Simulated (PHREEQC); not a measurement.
0.24 g of hydrous ferric oxide (600 m²/g; 0.2 weak and 0.005 strong sites per Fe, Dzombak-Morel constants, diffuse double layer) in 1 kg of water with 0.1 mol/kgw of an inert sodium salt and 0.48 mmol/kgw H3BO3 and 0.00063 mmol/kgw Na2SO4, at 25 °C; the pH is set by adding NaOH or the inert anion's acid. Oxygen is held at 0.21 atm. The system is closed to CO2. Nothing may precipitate in this run.

Base run: PHREEQC, ion-association model, wateq4f.dat. Each further column changes one thing. The table gives S sorbed (%).

```json
[
 {"pH": "3", "base": "98.7", "background salt from 0.1 to 0.01 mol/kgw": "100.0", "oxide from 0.24 to 1.2 g/kgw": "99.7"},
 {"pH": "3.5", "base": "98.6", "background salt from 0.1 to 0.01 mol/kgw": "100.0", "oxide from 0.24 to 1.2 g/kgw": "99.7"},
 {"pH": "4", "base": "98.1", "background salt from 0.1 to 0.01 mol/kgw": "100.0", "oxide from 0.24 to 1.2 g/kgw": "99.6"},
 {"pH": "5", "base": "93.0", "background salt from 0.1 to 0.01 mol/kgw": "99.6", "oxide from 0.24 to 1.2 g/kgw": "98.5"},
 {"pH": "5.5", "base": "81.7", "background salt from 0.1 to 0.01 mol/kgw": "98.1", "oxide from 0.24 to 1.2 g/kgw": "___"},
 {"pH": "6", "base": "54.7", "background salt from 0.1 to 0.01 mol/kgw": "___", "oxide from 0.24 to 1.2 g/kgw": "85.8"},
 {"pH": "6.5", "base": "21.4", "background salt from 0.1 to 0.01 mol/kgw": "___", "oxide from 0.24 to 1.2 g/kgw": "___"},
 {"pH": "7.5", "base": "0.9", "background salt from 0.1 to 0.01 mol/kgw": "___", "oxide from 0.24 to 1.2 g/kgw": "___"},
 {"pH": "8", "base": "0.1", "background salt from 0.1 to 0.01 mol/kgw": "___", "oxide from 0.24 to 1.2 g/kgw": "0.7"},
 {"pH": "8.5", "base": "0.0", "background salt from 0.1 to 0.01 mol/kgw": "0.0", "oxide from 0.24 to 1.2 g/kgw": "0.1"},
 {"pH": "9", "base": "0.0", "background salt from 0.1 to 0.01 mol/kgw": "0.0", "oxide from 0.24 to 1.2 g/kgw": "0.0"},
 {"pH": "10", "base": "0.0", "background salt from 0.1 to 0.01 mol/kgw": "0.0", "oxide from 0.24 to 1.2 g/kgw": "0.0"},
 {"pH": "10.5", "base": "0.0", "background salt from 0.1 to 0.01 mol/kgw": "0.0", "oxide from 0.24 to 1.2 g/kgw": "0.0"},
 {"pH": "11", "base": "0.0", "background salt from 0.1 to 0.01 mol/kgw": "0.0", "oxide from 0.24 to 1.2 g/kgw": "0.0"}
]
```

Problem. Fill in the missing entries.

Solution. 
- 5.5, oxide from 0.24 to 1.2 g/kgw: 95.7
- 6, background salt from 0.1 to 0.01 mol/kgw: 90.4
- 6.5, background salt from 0.1 to 0.01 mol/kgw: 59.4
- 6.5, oxide from 0.24 to 1.2 g/kgw: 57.6
- 7.5, background salt from 0.1 to 0.01 mol/kgw: 2.4
- 7.5, oxide from 0.24 to 1.2 g/kgw: 4.1
- 8, background salt from 0.1 to 0.01 mol/kgw: 0.3

The oxide is taken as insoluble; below pH 4 it would dissolve.
